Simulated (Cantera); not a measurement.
A Cantera script and its output.

```python
import numpy as np
import cantera as ct

gas = ct.Solution("gri30.yaml")
gas.TPX = 1400, 11000, {'CO': 0.016, 'O2': 0.0071, 'H2O': 0.013, 'N2': 1}
reactor = ct.IdealGasConstPressureReactor(gas, energy="off", clone=False)
net = ct.ReactorNet([reactor])
net.rtol, net.atol = 1e-08, 1e-18
show = ['CO', 'O2', 'H2O', 'H2', 'O', 'H', 'OH']
times = np.geomspace(0.0003, 200, 10)

steps = ct.SolutionArray(gas, extra=["t"])
rows = []
print(f"{'t/s':>10s}{'T/K':>9s}{'P/Pa':>11s}" + "".join(f"{s:>11s}" for s in show))
for t in times:
    while net.time < t:
        t_next = net.step()
        steps.append(gas.state, t=t_next)
    rows.append([np.interp(t, steps.t, y) for y in (steps.T, steps.P, *steps(*show).X.T)])
    print(f"{t:10.3e}{rows[-1][0]:9.1f}{rows[-1][1]:11.4g}" + "".join(f"{x:11.3e}" for x in rows[-1][2:]))
rate = np.gradient(steps.T, steps.t)
print("integrator steps:", len(steps.t))
if steps.T.max() > steps.T[0] + 200:
    print(f"time of steepest temperature rise: {steps.t[rate.argmax()]:.4e} s")
gas.TPX = 1400, 11000, {'CO': 0.016, 'O2': 0.0071, 'H2O': 0.013, 'N2': 1}
gas.equilibrate("TP")
print(f"equilibrium (TP): T = {gas.T:.1f} K  " + "  ".join(f"{s} {gas[s].X[0]:.3e}" for s in show))
```

Output:

```
       t/s      T/K       P/Pa         CO         O2        H2O         H2          O          H         OH
 3.000e-04   1400.0    1.1e+04  1.544e-02  6.853e-03  1.255e-02  1.385e-11  2.380e-09  1.842e-10  4.249e-10
 1.331e-03   1400.0    1.1e+04  1.544e-02  6.853e-03  1.255e-02  1.755e-09  1.243e-08  5.111e-09  5.688e-09
 5.906e-03   1400.0    1.1e+04  1.544e-02  6.849e-03  1.254e-02  9.936e-07  2.154e-06  1.352e-06  1.330e-06
 2.621e-02   1400.0    1.1e+04  4.901e-03  2.743e-03  8.761e-03  1.575e-03  1.032e-03  4.003e-03  4.405e-04
 1.163e-01   1400.0    1.1e+04  3.215e-03  1.512e-03  1.038e-02  1.219e-03  3.700e-04  1.704e-03  2.893e-04
 5.160e-01   1400.0    1.1e+04  1.940e-03  5.094e-04  1.159e-02  7.520e-04  6.879e-05  4.295e-04  1.317e-04
 2.289e+00   1400.0    1.1e+04  1.374e-03  8.804e-05  1.202e-02  5.354e-04  8.123e-06  1.033e-04  4.610e-05
 1.016e+01   1400.0    1.1e+04  1.264e-03  4.426e-06  1.212e-02  4.943e-04  3.690e-07  2.027e-05  9.877e-06
 4.507e+01   1400.0    1.1e+04  1.261e-03  9.575e-08  1.214e-02  4.934e-04  7.818e-09  2.946e-06  1.440e-06
 2.000e+02   1400.0    1.1e+04  1.261e-03  3.652e-09  1.214e-02  4.936e-04  3.013e-10  5.784e-07  2.826e-07
integrator steps: 1941
equilibrium (TP): T = 1400.0 K  CO 1.257e-03  O2 1.145e-09  H2O 1.214e-02  H2 4.921e-04  O 9.716e-11  H 3.275e-07  OH 1.605e-07
```

Model: GRI-Mech 3.0 (53 species, 325 reactions), integrated in Cantera.
